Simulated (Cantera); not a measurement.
# Ignition delay

Mixture: 8.55 % CH₄, 19.2 % O₂, 72.2 % N₂, at 4.93 atm, adiabatic and at constant volume. Ignition delay is the time to a rise of 400 K.

Model: GRI-Mech 3.0 (53 species, 325 reactions), integrated in Cantera.

| T0 (K) | delay (ms) |
|---|---|
| 1225 | 6.52 |
| 1275 | 3.51 |
| 1325 | 1.94 |
| 1375 | 1.10 |
| 1425 | 0.643 |
| 1475 | 0.384 |
| 1525 | 0.235 |
| 1575 | 0.148 |
| 1625 | 0.0957 |

```yaml
apparent activation energy between 1525 and 1625 K: 190 kJ/mol
```
